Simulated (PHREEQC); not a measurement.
Make-up at 25 °C: 0.0024 mol/kgw HF, 0.033 mol/kgw (NH4)2SiF6 and 0.00015 mol/kgw H3AsO4. Closed to the air; pH follows from the charge balance.

Model: ion-association model, wateq4f.dat, run in PHREEQC.

Q: The ionic strength comes out as 0.100 mol/kgw. What activity coefficients do H2AsO4-, H+, SiF6-2, F-, NH4+ get?

A: H2AsO4- 0.78, H+ 0.83, SiF6-2 0.38, F- 0.76, NH4+ 0.78.

This is a speciation only: nothing precipitates in the calculation. The solution is supersaturated, for example in Quartz (slow to form), Chalcedony (slow to form), so a real one may precipitate; this is no full list. Species that the database lacks are ignored. SiF6-2 is the database's only silicon fluoride.
